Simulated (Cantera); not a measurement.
Feed: 1 mol SiH2Cl2, 0.47 mol HCl, 3.5 mol H2, at 2425 K.

Cantera equilibrium calculation (NASA polynomials, part measured and part estimated; ideal gas, pure solids and liquids). Candidate condensed phases: Si; 19 gas species. Gases not in the tables: Si2H6 and higher silanes. Kinetics and transport are ignored.

Problem. What share of the Si ends up in condensed phases as a function of P (Pa), at 100, 220, 460, 1000, 2200, 4600, 10000, 22000, 46000, 100000?

Solution. 
| P (Pa) | Si condensed (%) | as |
|---|---|---|
| 100 | 0.0 | - |
| 220 | 0.0 | - |
| 460 | 0.0 | - |
| 1000 | 0.0 | - |
| 2200 | 0.0 | - |
| 4600 | 0.0 | - |
| 10000 | 16.7 | Si(l) |
| 22000 | 28.1 | Si(l) |
| 46000 | 33.3 | Si(l) |
| 100000 | 36.0 | Si(l) |
